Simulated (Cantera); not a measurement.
Feed: 1 mol B2O3, 36 mol N2, held at 1.00 bar.

Method: chemical equilibrium by Gibbs-energy minimisation in Cantera with the NASA 1993 tables (ideal gas, pure condensed phases). Candidate condensed phases: B, BN, B2O3; 17 gas species. Equilibrium is a limit: real reactors are often held back by kinetics, nucleation or transport.

x: gas mole fraction; n: condensed amount in mol.

| T (°C) | x N2 | x B2O3 | x BO2 | x BO | x B2O2 | x NO | x O | n B2O3(l) |
|---|---|---|---|---|---|---|---|---|
| 1252 | 1.000 | 3.59e-5 | 1.88e-8 | 1.65e-8 | [?] | 4.24e-9 | 7.08e-12 | 0.999 |
| 1327 | 1.000 | 0.000147 | 1.10e-7 | 8.79e-8 | [?] | 1.82e-8 | 5.55e-11 | 0.995 |
| 1402 | 0.999 | 0.000525 | 5.43e-7 | 4.03e-7 | [?] | 6.77e-8 | 3.57e-10 | 0.981 |
| 1477 | 0.998 | 0.00167 | 2.32e-6 | 1.62e-6 | [?] | 2.22e-7 | 1.94e-9 | 0.940 |
| 1552 | 0.995 | 0.00483 | 8.73e-6 | 5.83e-6 | [?] | 6.56e-7 | 9.09e-9 | 0.825 |
| 1627 | 0.987 | 0.0127 | 2.94e-5 | 1.89e-5 | [?] | 1.76e-6 | 3.75e-8 | 0.534 |
| 1702 | 0.973 | 0.0269 | 8.25e-5 | 5.30e-5 | [?] | 4.22e-6 | 1.34e-7 | 0 |
| 1777 | 0.973 | 0.0269 | 0.000142 | 0.000104 | [?] | 8.33e-6 | 3.82e-7 | 0 |
| 1852 | 0.973 | 0.0268 | 0.000235 | 0.000193 | [?] | 1.59e-5 | 1.02e-6 | 0 |
| 1927 | 0.973 | 0.0266 | 0.000378 | 0.000341 | [?] | 2.92e-5 | 2.58e-6 | 0 |

### Question
Some entries are withheld; supply them.

### Answer

- 1252, x B2O2: 5.38e-9
- 1327, x B2O2: 2.93e-8
- 1402, x B2O2: 1.38e-7
- 1477, x B2O2: 5.73e-7
- 1552, x B2O2: 2.12e-6
- 1627, x B2O2: 7.07e-6
- 1702, x B2O2: 1.92e-5
- 1777, x B2O2: 2.78e-5
- 1852, x B2O2: 3.85e-5
- 1927, x B2O2: 5.17e-5
